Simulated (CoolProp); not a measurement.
Values from CoolProp's reference Helmholtz-energy equation of state, Pan 2012.

**Question.** For R236FA, give the phase and the isothermal compressibility (1/MPa), expansivity (1/kK), viscosity (µPa s) at 379.3 K and 2.03 MPa.

**Answer.** 
- 379.3 K and 2.03 MPa: gas; isothermal compressibility 0.982, expansivity 14.0, viscosity 15.6

Viscosity comes from a separate model (Huber 2003), an estimate that may be off by 10 % or more.
